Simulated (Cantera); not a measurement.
A perfectly stirred reactor is fed with 3.45 % C3H8, 20.3 % O2, 76.3 % N2, at 500000 Pa; it is adiabatic with a 775 K inlet, and is followed from long to short residence time, starting on the burning branch (τ in s: 0.092, 0.039, 0.016, 0.0068, 0.0029, 0.0012, 0.0005, 0.00021, 8.8e-05, 3.7e-05, 1.6e-05).

Detailed kinetics in Cantera: GRI-Mech 3.0 (53 species, 325 reactions). GRI-Mech 3.0 was tuned for natural gas; its chemistry of propane as a main component is partial and can be far from experiment.

x: mole fraction; the columns are a selection and need not sum to one.

| τ (s) | T (K) | x C3H8 | x O2 | x CH3 | x NO2 | x NO | x N2O | x CH2CO |
|---|---|---|---|---|---|---|---|---|
| 0.092 | 2428 | 2.84e-8 | 0.0281 | ? | 4.91e-6 | 0.00625 | 8.65e-7 | 2.54e-8 |
| 0.039 | 2429 | 6.63e-8 | 0.0285 | ? | 4.31e-6 | 0.00543 | 8.83e-7 | 5.97e-8 |
| 0.016 | 2429 | 1.58e-7 | 0.0292 | ? | 3.37e-6 | 0.00417 | 9.05e-7 | 1.45e-7 |
| 0.0068 | 2426 | 3.61e-7 | 0.0301 | ? | 2.36e-6 | 0.00283 | 9.23e-7 | 3.40e-7 |
| 0.0029 | 2418 | 8.07e-7 | 0.0311 | ? | 1.51e-6 | 0.00173 | 9.39e-7 | 7.92e-7 |
| 0.0012 | 2398 | 1.79e-6 | 0.0324 | ? | 9.18e-7 | 0.000983 | 9.61e-7 | 1.89e-6 |
| 0.00050 | 2363 | 3.79e-6 | 0.0342 | ? | 5.42e-7 | 0.000551 | 9.68e-7 | 4.39e-6 |
| 0.00021 | 2312 | 7.74e-6 | 0.0365 | ? | 3.05e-7 | 0.000307 | 9.32e-7 | 9.75e-6 |
| 8.8e-5 | 2247 | 1.60e-5 | 0.0397 | ? | 1.66e-7 | 0.000170 | 8.56e-7 | 2.09e-5 |
| 3.7e-5 | 2166 | 3.50e-5 | 0.0441 | ? | 9.06e-8 | 9.49e-5 | 7.59e-7 | 4.45e-5 |
| 1.6e-5 | 2063 | 8.93e-5 | 0.0517 | ? | 4.78e-8 | 4.86e-5 | 6.30e-7 | 0.000106 |

Q: Fill in the missing entries.

A: 
- 0.092, x CH3: 9.87e-8
- 0.039, x CH3: 2.29e-7
- 0.016, x CH3: 5.38e-7
- 0.0068, x CH3: 1.20e-6
- 0.0029, x CH3: 2.55e-6
- 0.0012, x CH3: 5.28e-6
- 0.00050, x CH3: 1.03e-5
- 0.00021, x CH3: 1.99e-5
- 8.8e-5, x CH3: 3.95e-5
- 3.7e-5, x CH3: 8.33e-5
- 1.6e-5, x CH3: 0.000197
